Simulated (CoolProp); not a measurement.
Vapour-liquid equilibrium of carbonyl sulfide (1) + propane (2) at 296.7 K; x and y are mole fractions of (1).

Model: multi-fluid Helmholtz-energy mixture model, Lemmon 2006 and Lemmon 2009; pair parameters Bell 2016, in CoolProp.

| x | bubble pressure (MPa) | y at the bubble point | dew pressure at overall composition x (MPa) | liquid density (mol/L) |
|---|---|---|---|---|
| 0.05 | 0.9385 | 0.067 | 0.9333 | 11.40 |
| 0.15 | 0.9766 | 0.188 | 0.9647 | 11.79 |
| 0.25 | 1.011 | 0.300 | 0.9955 | 12.21 |
| 0.35 | 1.042 | 0.404 | 1.026 | 12.67 |
| 0.45 | 1.071 | 0.504 | 1.055 | 13.15 |
| 0.55 | 1.099 | 0.602 | 1.084 | 13.68 |
| 0.65 | 1.128 | 0.696 | 1.114 | 14.24 |
| 0.75 | 1.157 | 0.788 | 1.145 | 14.84 |
| 0.85 | 1.187 | 0.876 | 1.178 | 15.49 |
| 0.95 | 1.219 | 0.960 | 1.215 | 16.19 |

No azeotrope shows between x = 0.05 and 0.95.

The pair parameters rest on a limited set of measurements; away from them the model extrapolates.
